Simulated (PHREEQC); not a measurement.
1.5 g of hydrous ferric oxide (600 m²/g; 0.2 weak and 0.005 strong sites per Fe, Dzombak-Morel constants, diffuse double layer) in 1 kg of water with 0.3 mol/kgw of an inert sodium salt and 0.00018 mol NaF, at 25 °C; the pH is set by adding NaOH or the inert anion's acid. O2 is buffered at 0.21 atm. No CO2 enters from the air. Nothing may precipitate in this run.

The series has 17 steps of pH, from 3 to 11.

All values are PHREEQC results (ion-association model, wateq4f.dat), not measurements.

Q: Near which pH is half of the F sorbed, and on which side is more sorbed?

A: Near pH 6.4, with more sorbed at lower pH.

The oxide is taken as insoluble; below pH 4 it would dissolve.
